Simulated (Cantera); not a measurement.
An isothermal, constant-pressure homogeneous reactor starts with CH4 : H2 : H = 0.043 : 1 : 0.0035 (molar parts), at 2800 K and 0.310 bar.

Cantera simulation using GRI-Mech 3.0 (53 species, 325 reactions); the numbers are that mechanism's predictions, not measurements. GRI-Mech 3.0 stops at C3 and has no aromatics, soot or wall deposition, so with more carbon than oxygen in the feed, carbon stays in small species such as C2H2 where larger ones or solid carbon would form.

x: mole fraction; the columns are a selection and need not sum to one.

| t (s) | x CH4 | x H2 | x H | x CH2 | x C2H |
|---|---|---|---|---|---|
| 0.000200 | ___ | 0.908 | 0.0728 | 5.58e-5 | 0.000187 |
| 0.000385 | ___ | 0.896 | 0.0847 | 2.61e-5 | 0.000221 |
| 0.000741 | ___ | 0.881 | 0.100 | 1.55e-5 | 0.000264 |
| 0.00143 | ___ | 0.863 | 0.118 | 1.31e-5 | 0.000314 |
| 0.00275 | 1.84e-5 | 0.850 | 0.131 | 1.29e-5 | 0.000352 |
| 0.00529 | 1.71e-5 | 0.846 | 0.136 | 1.28e-5 | 0.000364 |
| 0.0102 | 1.70e-5 | 0.845 | 0.136 | 1.28e-5 | 0.000365 |
| 0.0196 | 1.70e-5 | 0.845 | 0.136 | 1.28e-5 | 0.000365 |
| 0.0378 | 1.70e-5 | 0.845 | 0.136 | 1.28e-5 | 0.000365 |
| 0.0728 | 1.70e-5 | 0.845 | 0.136 | 1.28e-5 | 0.000365 |
| 0.140 | 1.70e-5 | 0.845 | 0.136 | 1.28e-5 | 0.000365 |
| 0.270 | 1.70e-5 | 0.845 | 0.136 | 1.28e-5 | 0.000365 |
| 0.519 | 1.70e-5 | 0.845 | 0.136 | 1.28e-5 | 0.000365 |
| 1.00 | 1.70e-5 | 0.845 | 0.136 | 1.28e-5 | 0.000365 |

**Question.** What belongs in the gaps?

**Answer.** 
- 0.000200, x CH4: 0.000301
- 0.000385, x CH4: 9.96e-5
- 0.000741, x CH4: 4.05e-5
- 0.00143, x CH4: 2.40e-5
